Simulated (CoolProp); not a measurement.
Saturation properties of hexamethyldisiloxane (MM) (Tc = 518.7 K, pc = 19.31 bar, ω = 0.418).

Model: reference Helmholtz-energy equation of state, Thol 2016, in CoolProp.

```tsv
T (K)	p (bar)	liquid density (kg/m³)	enthalpy of vaporisation (kJ/kg)	vapour Z	surface tension (mN/m)
236.5	0.0008574	823.0	256.9	0.9997	___
248	0.002271	811.3	251.6	0.9993	20.0
259.4	0.005381	___	246.3	0.9986	18.9
270.9	0.01175	787.9	241.1	0.9975	17.9
282.3	0.02358	776.1	236.0	0.9958	16.8
293.8	0.04454	764.1	230.8	0.9932	___
305.2	0.07891	752.0	___	0.9897	14.8
316.7	0.1334	___	220.4	0.9850	13.8
328.1	0.2148	727.3	215.2	0.9789	12.8
339.5	0.3323	714.6	209.8	0.9712	11.8
351	0.4983	701.6	204.2	___	10.9
362.4	0.7219	688.3	198.5	0.9501	9.95
373.9	1.020	674.6	192.6	0.9363	9.03
385.3	1.403	660.5	186.4	0.9202	8.14
```

Problem. What belongs in the gaps?

Solution. 
- 236.5, surface tension (mN/m): 21.1
- 259.4, liquid density (kg/m³): 799.7
- 293.8, surface tension (mN/m): 15.8
- 305.2, enthalpy of vaporisation (kJ/kg): 225.7
- 316.7, liquid density (kg/m³): 739.7
- 351, vapour Z: 0.9616

It boils at 373.7 K under 1 atm.

Surface tension comes from a separate correlation (Mulero 2014), older than this fluid's equation and unchecked against measurements.
